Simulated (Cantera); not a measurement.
# N2O furnace oxynitridation

A perfectly stirred reactor is fed with 98.7 % N₂O, 1.28 % H₂O, at 750 Torr; it is held at 1125 K, and followed from long to short residence time.

Computed with Cantera and GRI-Mech 3.0 (53 species, 325 reactions). GRI-Mech 3.0 was tuned for natural gas; its chemistry of N2O as a main component is partial and can be far from experiment. The mechanism lacks the step 2 NO + O2 → 2 NO2, which can matter for NO2 below about 1400 K. The temperature is held fixed by assumption; the heat of reaction is taken as removed at once.

| τ (s) | x N₂O | x H₂O | x H | x HO₂ | x NO₂ | x H₂ |
|---|---|---|---|---|---|---|
| 3.5 | 0.603 | 0.0112 | 1.52e-10 | 3.87e-8 | 0.000451 | 2.11e-9 |
| 1.2 | 0.801 | 0.0120 | 1.84e-10 | 8.11e-8 | 0.000399 | 2.64e-9 |
| 0.44 | 0.908 | 0.0125 | 2.02e-10 | 1.69e-7 | 0.000324 | 3.24e-9 |
| 0.16 | 0.956 | 0.0127 | 2.09e-10 | 3.34e-7 | 0.000224 | 4.19e-9 |
| 0.055 | 0.976 | 0.0128 | 2.06e-10 | 5.99e-7 | 0.000116 | 5.75e-9 |
| 0.019 | 0.983 | 0.0128 | 1.87e-10 | 9.26e-7 | 4.21e-5 | 6.59e-9 |
| 0.0069 | 0.986 | 0.0128 | 1.54e-10 | 1.19e-6 | 1.09e-5 | 4.80e-9 |
| 0.0024 | 0.987 | 0.0128 | 1.06e-10 | 1.09e-6 | 1.55e-6 | 1.96e-9 |
| 0.00086 | 0.987 | 0.0128 | 5.47e-11 | 5.12e-7 | 1.04e-7 | 4.51e-10 |
x: mole fraction; the columns are a selection and need not sum to one.
